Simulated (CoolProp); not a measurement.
Vapour-liquid equilibrium of R134a (1) + R152A (2) at 19.7 bar; x and y are mole fractions of (1).

Model: multi-fluid Helmholtz-energy mixture model, Tillner-Roth 1994 and Outcalt 1996; pair parameters Lemmon 2004, in CoolProp.

Give the bubble temperature and the first vapour's composition at x = 0.15, 0.35, 0.45. Is there an azeotrope?

x = 0.15: 71.5 °C, y = 0.156; x = 0.35: 70.6 °C, y = 0.364; x = 0.45: 70.2 °C, y = 0.467. No azeotrope shows between x = 0.05 and 0.95.

The pair parameters rest on a limited set of measurements; away from them the model extrapolates.
